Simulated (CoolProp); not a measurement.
Aqueous sodium chloride as a coolant, at 23 °C, 1 atm.

Values from CoolProp's Melinder's fits for secondary coolants.

```
mass %  freezing point (°C)  conductivity (W/(m K))  Prandtl number  cp (kJ/(kg K))  density (kg/m³)
------  -------------------  ----------------------  --------------  --------------  ---------------
3.7                    -2.2                   0.600            6.57           3.991             1024
5.3                    -3.2                   0.598            6.65           3.917             1035
6.9                    -4.3                   0.597            6.75           3.849             1047
8.5                    -5.4                   0.595            6.87           3.784             1058
10.1                   -6.6                   0.593            7.00           3.723             1070
11.6                   -7.8                   0.592            7.14           3.669             1081
13.2                   -9.2                   0.590            7.31           3.614             1093
14.8                  -10.7                   0.589            7.51           3.563             1106
16.4                  -12.3                   0.587            7.73           3.514             1118
```
